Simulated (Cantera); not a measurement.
**Equilibrium for chemical vapour transport: AlN + HCl**

Charge: 1 mol AlN, 0.014 mol HCl, equilibrated at 0.240 bar.

Equilibrium computed with Cantera from the NASA thermochemical tables; the gas is ideal and each condensed phase is pure. Candidate condensed phases: Al, AlCl₃, AlN, NH₄Cl; 20 gas species. The tables' values for AlCl₂ are old estimates; treat these amounts as uncertain. Rates play no part.

From 777 °C to 1227 °C the condensed part is AlN(s). The main Al-bearing gas is AlCl₃ throughout.

```tsv
T (°C)	x H₂	x AlCl₃	x N₂	x HCl	n AlN(s)
777	0.431	0.285	0.144	0.139	0.996
827	0.432	0.287	0.144	0.136	0.996
877	0.433	0.288	0.144	0.133	0.996
927	0.435	0.289	0.145	0.131	0.996
977	0.436	0.290	0.145	0.129	0.996
1027	0.436	0.290	0.146	0.127	0.996
1077	0.437	0.291	0.146	0.125	0.996
1127	0.438	0.290	0.146	0.123	0.996
1177	0.438	0.289	0.147	0.122	0.996
1227	0.438	0.287	0.147	0.120	0.996
```
x: gas mole fraction; n: condensed amount in mol.
